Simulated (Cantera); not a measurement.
**Adiabatic ignition**

An adiabatic, constant-pressure homogeneous reactor starts with CH4 : O2 : N2 = 1 : 0.833 : 2.5 (molar parts), equivalence ratio 2.4, at 1225 K and 101000 Pa.

Cantera simulation using GRI-Mech 3.0 (53 species, 325 reactions); the numbers are that mechanism's predictions, not measurements.

| t (s) | T (K) | x CH4 | x O2 | x OH | x H2 | x CH2O | x CO | x C2H2 |
|---|---|---|---|---|---|---|---|---|
| 3.00e-6 | 1225 | 0.231 | 0.192 | 7.11e-12 | 1.54e-10 | 1.93e-11 | <1e-12 | <1e-12 |
| 7.89e-6 | 1225 | 0.231 | 0.192 | 1.19e-11 | 4.64e-10 | 1.38e-10 | <1e-12 | <1e-12 |
| 2.08e-5 | 1225 | 0.231 | 0.192 | 2.69e-11 | 1.37e-9 | 9.83e-10 | <1e-12 | <1e-12 |
| 5.46e-5 | 1225 | 0.231 | 0.192 | 8.07e-11 | 4.47e-9 | 7.18e-9 | 1.94e-12 | <1e-12 |
| 0.000144 | 1225 | 0.231 | 0.192 | 2.99e-10 | 1.92e-8 | 5.71e-8 | 4.09e-11 | <1e-12 |
| 0.000378 | 1225 | 0.231 | 0.192 | 1.16e-9 | 1.37e-7 | 5.53e-7 | 1.12e-9 | <1e-12 |
| 0.000994 | 1225 | 0.231 | 0.192 | 3.50e-9 | 1.41e-6 | 5.98e-6 | 4.54e-8 | <1e-12 |
| 0.00262 | 1225 | 0.231 | 0.192 | 5.30e-9 | 8.82e-6 | 3.69e-5 | 1.21e-6 | 3.08e-11 |
| 0.00688 | 1226 | 0.230 | 0.192 | 7.97e-9 | 4.05e-5 | 0.000139 | 1.58e-5 | 6.45e-10 |
| 0.0181 | 1231 | 0.229 | 0.191 | 2.10e-8 | 0.000259 | 0.000534 | 0.000207 | 1.70e-8 |
| 0.0476 | 2172 | 0.00107 | 1.61e-7 | 0.000139 | 0.246 | 1.44e-6 | 0.162 | 0.00265 |
| 0.125 | 2162 | 4.61e-10 | 1.42e-7 | 0.000126 | 0.255 | 1.75e-8 | 0.168 | <1e-12 |
| 0.330 | 2162 | 4.24e-10 | 1.42e-7 | 0.000126 | 0.255 | 1.75e-8 | 0.168 | <1e-12 |
| 0.867 | 2162 | 4.22e-10 | 1.42e-7 | 0.000126 | 0.255 | 1.75e-8 | 0.168 | <1e-12 |
| 2.28 | 2162 | 4.21e-10 | 1.42e-7 | 0.000126 | 0.255 | 1.75e-8 | 0.168 | <1e-12 |
| 6.00 | 2162 | 4.21e-10 | 1.42e-7 | 0.000126 | 0.255 | 1.75e-8 | 0.168 | <1e-12 |
x: mole fraction; the columns are a selection and need not sum to one.

- time of steepest temperature rise = 43.6 ms
- temperature at 6.00 s = 2162 K
- equilibrium temperature = 2162 K
- x(CH4) at 6.00 s = 4.21e-10 (gas-phase equilibrium 4.84e-10)
- x(O2) at 6.00 s = 1.42e-7 (gas-phase equilibrium 1.42e-7)
- x(OH) at 6.00 s = 0.000126 (gas-phase equilibrium 0.000126)
